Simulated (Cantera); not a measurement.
Mixture: 26.5 % H2, 15.4 % O2, 58.1 % N2, equivalence ratio 0.86, at 15.0 bar, adiabatic and at constant pressure. Ignition delay is the time to a rise of 400 K.

Detailed kinetics in Cantera: the H2/O2 subset of GRI-Mech 3.0, which has no nitrogen chemistry. The hydrogen kinetics of GRI-Mech 3.0 are dated; newer H2 mechanisms differ, most at raised pressure. The pressure lies above the range GRI-Mech 3.0 was tuned for (to about 10 atm). Below about 950 K walls govern HO2 and H2O2 in real vessels.

**Question.** Predict: delay at 850 K; delay at 900 K; delay at 950 K; delay at 1000 K; delay at 1050 K; delay at 1100 K; apparent activation energy between 1000 and 1100 K.

**Answer.** 
| Item | Result |
|---|---|
| delay at 850 K | 0.408 s |
| delay at 900 K | 94.4 ms |
| delay at 950 K | 25.5 ms |
| delay at 1000 K | 7.78 ms |
| delay at 1050 K | 2.58 ms |
| delay at 1100 K | 0.904 ms |
| apparent activation energy between 1000 and 1100 K | 200 kJ/mol |
